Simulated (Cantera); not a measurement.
Source: NASA polynomial tables (part measured, part estimated), evaluated in Cantera. Values are per mole of reaction as written; species without (g) are pure solids or liquids, kept so even where they would boil at 1 bar.

Between 300 and 1848 K, where is each reaction favourable under standard conditions?
- O2(g) + 2 Ba(OH)2 ⇌ 2 BaO + 4 OH(g)
- BaO + 2 H(g) ⇌ Ba + H2O(g)


- O2(g) + 2 Ba(OH)2 ⇌ 2 BaO + 4 OH(g): ΔG° is 816 kJ at 300 K and 261 kJ at 1848 K; it stays positive (K < 1). ΔH° is 820 kJ and ΔS° 302 J/K at 1848 K.
- BaO + 2 H(g) ⇌ Ba + H2O(g): ΔG° is -115 kJ at 300 K and 0 kJ at 1848 K; it stays negative (K > 1). ΔH° is -152 kJ and ΔS° -82 J/K at 1848 K.
